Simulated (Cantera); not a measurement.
A perfectly stirred reactor is fed with CH4 : H2 : N2 = 0.0051 : 1 : 0.011 (molar parts), at 135 Torr; it is held at 1548 K, and followed from long to short residence time.

Detailed kinetics in Cantera: GRI-Mech 3.0 (53 species, 325 reactions). GRI-Mech 3.0 stops at C3 and has no aromatics, soot or wall deposition, so with more carbon than oxygen in the feed, carbon stays in small species such as C2H2 where larger ones or solid carbon would form.

Question: What does this change do: temperature 1548 to 2573 K?

Answer: 
| quantity | before | after |
|---|---|---|
| x(CH4) at τ = 1.90 s | 0.00479 | 9.55e-6 |
| x(H2) at τ = 1.90 s | 0.984 | 0.910 |
| x(H) at τ = 1.90 s | 7.09e-5 | 0.0776 |
| x(C2H) at τ = 1.90 s | 1.95e-11 | 1.41e-5 |
| x(C2H2) at τ = 1.90 s | 0.000108 | 0.00198 |
| x(CH4) at τ = 43.0 ms | 0.00501 | 5.26e-5 |
| x(H2) at τ = 43.0 ms | 0.984 | 0.918 |
| x(H) at τ = 43.0 ms | 5.07e-5 | 0.0695 |
| x(C2H) at τ = 43.0 ms | <1e-12 | 1.43e-5 |
| x(C2H2) at τ = 43.0 ms | 9.89e-7 | 0.00227 |
